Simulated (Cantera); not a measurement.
Cantera run, input and output.

```python
import numpy as np
import cantera as ct

gas = ct.Solution("h2o2.yaml")
gas.TPX = 700, 11000, {'H2': 1, 'O2': 0.294, 'N2': 1.41}
flame = ct.FreeFlame(gas, width=0.19)
flame.set_refine_criteria(ratio=3, slope=0.08, curve=0.16)
flame.transport_model = "mixture-averaged"
flame.solve(loglevel=0, auto=True)
z, T = flame.grid, flame.T
thick = (T[-1] - T[0]) / np.gradient(T, z).max()
show = ['H2', 'O2', 'O', 'OH', 'HO2', 'H']
print(f"laminar burning velocity  {flame.velocity[0] * 100:.3f} cm/s")
print(f"burnt temperature         {T[-1]:.1f} K")
print(f"thermal thickness         {thick * 1e3:.4f} mm")
print(f"grid points               {len(z)}")
z0 = z[flame.heat_release_rate.argmax()]
print(f"{'z/mm':>9s}{'T/K':>9s}{'u/(m/s)':>9s}" + "".join(f"{s:>11s}" for s in show))
rows = []
for k in (-3, -2, -1.5, -1, -0.5, -0.25, 0, 0.25, 0.5, 1, 2, 4, 8):
    zz = z0 + k * thick
    rows.append([k * thick, np.interp(zz, z, T), np.interp(zz, z, flame.velocity),
                 *(np.interp(zz, z, flame.X[gas.species_index(s)]) for s in show)])
    print(f"{rows[-1][0] * 1e3:9.3f}{rows[-1][1]:9.1f}{rows[-1][2]:9.3f}" + "".join(f"{x:11.3e}" for x in rows[-1][3:]))
```

Result:

```
laminar burning velocity  799.600 cm/s
burnt temperature         2266.9 K
thermal thickness         9.5847 mm
grid points               140
     z/mm      T/K  u/(m/s)         H2         O2          O         OH        HO2          H
  -28.754    700.0    7.996  3.698e-01  1.087e-01  1.102e-15  1.266e-16  6.143e-11  5.035e-14
  -19.169    700.0    7.996  3.698e-01  1.087e-01  7.714e-13  9.128e-14  1.246e-10  3.770e-11
  -14.377    700.0    7.996  3.698e-01  1.087e-01  6.651e-11  8.183e-12  3.557e-09  3.524e-09
   -9.585    700.0    7.996  3.698e-01  1.087e-01  1.580e-08  2.460e-09  5.471e-07  9.159e-07
   -4.792    707.1    8.072  3.683e-01  1.085e-01  1.640e-05  1.465e-05  2.175e-05  7.811e-04
   -2.396    790.8    8.973  3.470e-01  1.044e-01  3.740e-04  1.800e-04  1.706e-05  1.253e-02
    0.000   1110.4   12.349  2.005e-01  5.335e-02  5.532e-03  2.304e-03  7.145e-06  9.070e-02
    2.396   1332.1   14.645  1.119e-01  7.416e-03  5.226e-03  4.029e-03  9.590e-07  1.272e-01
    4.792   1420.6   15.522  1.116e-01  4.331e-03  4.728e-03  4.852e-03  5.048e-07  1.198e-01
    9.585   1528.6   16.572  1.192e-01  3.662e-03  4.453e-03  5.876e-03  3.751e-07  1.055e-01
   19.169   1653.8   17.760  1.277e-01  2.960e-03  3.877e-03  6.832e-03  2.697e-07  8.895e-02
   38.339   1786.7   18.989  1.360e-01  2.172e-03  3.030e-03  7.393e-03  1.832e-07  7.165e-02
   76.678   1920.4   20.192  1.438e-01  1.405e-03  2.061e-03  7.280e-03  1.185e-07  5.451e-02
```

Computed with Cantera and the H2/O2 subset of GRI-Mech 3.0, which has no nitrogen chemistry. Burning velocities carry a grid error of a few per cent, more on coarse grids.
